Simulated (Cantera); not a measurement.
Adiabatic ignition

An adiabatic, constant-volume homogeneous reactor starts with H2 : O2 : N2 = 1 : 0.877 : 3.3 (molar parts), at 1075 K and 17.8 atm.

Detailed kinetics in Cantera: GRI-Mech 3.0 (53 species, 325 reactions). The hydrogen kinetics of GRI-Mech 3.0 are dated; newer H2 mechanisms differ, most at raised pressure. The pressure lies above the range GRI-Mech 3.0 was tuned for (to about 10 atm).

| t (s) | T (K) | P (bar) | x H2 | x O2 | x OH | x NO | x H2O2 | x H2O | x O |
|---|---|---|---|---|---|---|---|---|---|
| 5.00e-6 | 1075 | 18.0 | 0.193 | 0.169 | 1.02e-11 | <1e-12 | 4.96e-10 | 3.06e-9 | 2.63e-11 |
| 1.14e-5 | 1075 | 18.0 | 0.193 | 0.169 | 1.15e-11 | <1e-12 | 2.56e-9 | 7.48e-9 | 2.87e-11 |
| 2.59e-5 | 1075 | 18.0 | 0.193 | 0.169 | 1.57e-11 | <1e-12 | 1.31e-8 | 2.00e-8 | 3.50e-11 |
| 5.89e-5 | 1075 | 18.0 | 0.193 | 0.169 | 3.18e-11 | <1e-12 | 6.71e-8 | 6.85e-8 | 5.29e-11 |
| 0.000134 | 1075 | 18.0 | 0.193 | 0.169 | 1.06e-10 | <1e-12 | 3.55e-7 | 3.75e-7 | 1.18e-10 |
| 0.000305 | 1075 | 18.0 | 0.193 | 0.169 | 6.13e-10 | <1e-12 | 2.47e-6 | 3.71e-6 | 4.97e-10 |
| 0.000695 | 1076 | 18.0 | 0.193 | 0.169 | 8.22e-9 | <1e-12 | 3.59e-5 | 8.47e-5 | 4.77e-9 |
| 0.00158 | 1165 | 19.4 | 0.184 | 0.165 | 1.31e-6 | 5.52e-12 | 0.000980 | 0.00870 | 7.10e-7 |
| 0.00360 | 2661 | 40.4 | 0.00153 | 0.0698 | 0.0100 | 0.0162 | 3.38e-6 | 0.206 | 0.00127 |
| 0.00819 | 2660 | 40.4 | 0.00153 | 0.0698 | 0.0100 | 0.0163 | 3.37e-6 | 0.206 | 0.00127 |
| 0.0186 | 2660 | 40.4 | 0.00153 | 0.0698 | 0.0100 | 0.0163 | 3.37e-6 | 0.206 | 0.00127 |
| 0.0424 | 2660 | 40.4 | 0.00153 | 0.0698 | 0.0100 | 0.0163 | 3.37e-6 | 0.206 | 0.00127 |
| 0.0965 | 2660 | 40.4 | 0.00153 | 0.0698 | 0.0100 | 0.0163 | 3.37e-6 | 0.206 | 0.00127 |
| 0.220 | 2660 | 40.4 | 0.00153 | 0.0698 | 0.0100 | 0.0163 | 3.37e-6 | 0.206 | 0.00127 |
| 0.500 | 2660 | 40.4 | 0.00153 | 0.0698 | 0.0100 | 0.0163 | 3.37e-6 | 0.206 | 0.00127 |
x: mole fraction; the columns are a selection and need not sum to one.

```json
{
 "time_of_steepest_temperature_rise": "1.62 ms",
 "temperature at 0.500 s": "2660 K",
 "equilibrium_temperature": "2660 K",
 "x(H2) at 0.500 s": "0.00153 (gas-phase equilibrium 0.00153)",
 "x(O2) at 0.500 s": "0.0698 (gas-phase equilibrium 0.0698)",
 "x(OH) at 0.500 s": "0.0100 (gas-phase equilibrium 0.0100)"
}
```
